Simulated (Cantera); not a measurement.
Feed: 1 mol CF₄, 0.08 mol Si, at 0.100 bar.

Method: chemical equilibrium by Gibbs-energy minimisation in Cantera with the NASA 1993 tables (ideal gas, pure condensed phases). Candidate condensed phases: C, Si, SiC; 23 gas species. Gases not in the tables: C₂F₆ and larger saturated fluorocarbons. Kinetics and transport are ignored.

Problem. Which condensed phases are stable at each of these points (T (K)): 925, 1125, 1325, 1525, 1725, 1925, 2125, 2325, 2525?

Solution. 
```json
[
 {"T (K)": "925", "condensed phases": "C(graphite)", "Si condensed (%)": "0.0"},
 {"T (K)": "1125", "condensed phases": "C(graphite)", "Si condensed (%)": "0.0"},
 {"T (K)": "1325", "condensed phases": "C(graphite)", "Si condensed (%)": "0.0"},
 {"T (K)": "1525", "condensed phases": "C(graphite)", "Si condensed (%)": "0.0"},
 {"T (K)": "1725", "condensed phases": "C(graphite)", "Si condensed (%)": "0.0"},
 {"T (K)": "1925", "condensed phases": "C(graphite)", "Si condensed (%)": "0.0"},
 {"T (K)": "2125", "condensed phases": "C(graphite)", "Si condensed (%)": "0.0"},
 {"T (K)": "2325", "condensed phases": "gas only", "Si condensed (%)": "0.0"},
 {"T (K)": "2525", "condensed phases": "gas only", "Si condensed (%)": "0.0"}
]
```

From 925 K to 2125 K the condensed part is C(graphite). From 2325 K to 2525 K nothing is condensed.
